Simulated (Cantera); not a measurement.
Input: 1 mol C6H6, 1.1 mol H2O, at 577 °C and 25.0 Pa.

Cantera equilibrium calculation (NASA polynomials, part measured and part estimated; ideal gas, pure solids and liquids). Candidate condensed phases: C, C6H6, C7H8, C8H18, H2O; 110 gas species. Kinetics and transport are ignored.

Base state: H2 0.788, CO 0.211, H2O 0.000293, CO2 0.000240, CH4 9.67e-5 (mole fractions); condensed: C(graphite).

What changes in the equilibrium state with this change: temperature from 577 °C to 1675 °C?


| species | before | after |
|---|---|---|
| H2 | 0.788 | 0.733 |
| CO | 0.211 | 0.205 |
| H | 1.15e-9 | 0.0613 |
| C2H2 (acetylene) | <1e-9 | 0.000396 |
| CO2 | 0.000240 | <1e-9 |
| H2O | 0.000293 | 5.45e-9 |
| CH4 | 9.67e-5 | 6.57e-8 |
| C(graphite), mol | 4.90 | 4.90 |
